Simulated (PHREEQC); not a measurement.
Consider water at 10 °C with 0.054 mol/kgw HCl and 0.011 mol/kgw ZnSO4. Closed to the air; pH follows from the charge balance.

Computed with PHREEQC (ion-association model, phreeqc.dat).

This is a speciation only: nothing precipitates in the calculation.

Q: Order these S species by the share of S that they hold, largest first: Zn(SO4)2-2, ZnSO4, HSO4-, SO4-2.

A: HSO4- (52 %), SO4-2 (35 %), ZnSO4 (11 %), Zn(SO4)2-2 (0.83 %)

Q: Order these Zn species by the share of Zn that they hold, largest first: Zn(SO4)2-2, Zn+2, ZnCl+, ZnSO4.

A: Zn+2 (86 %), ZnSO4 (11 %), ZnCl+ (2.5 %), Zn(SO4)2-2 (0.42 %)

The pH is 1.39 and the ionic strength 0.0807 mol/kgw. Species that the database lacks are ignored. Constants without temperature data keep their 25 °C values here.
